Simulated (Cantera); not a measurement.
A closed system holds: 1 mol CH₃SiCl₃, 0.019 mol C₂H₂, 1200 mol H₂, at 2473.15 K and 1.00 Torr.

Equilibrium computed with Cantera from the NASA thermochemical tables; the gas is ideal and each condensed phase is pure. Candidate condensed phases: C, C₆H₆, C₇H₈, C₈H₁₈, Si, SiC; 109 gas species. The feed counts by its element totals alone. Kinetics and transport are ignored.

Base state: H₂ 0.546, H 0.451, HCl 0.00122, Cl 0.000712, Si 0.000629, C₂H₂ (acetylene) 0.000292, C 2.02e-5, C₂H 1.64e-5 (mole fractions); condensed: gas only.

Problem. What changes in the equilibrium state with this change: CH₃SiCl₃ replaced by SiH₂Cl₂?

Solution. 
```csv
species,before,after
H₂,0.546,0.546
H,0.451,0.452
HCl,0.00122,0.000811
C₂H₂ (acetylene),0.000292,9.41e-6
Si,0.000629,0.000638
C₂H,1.64e-5,5.27e-7
C,2.02e-5,3.63e-6
Cl,0.000712,0.000475
```
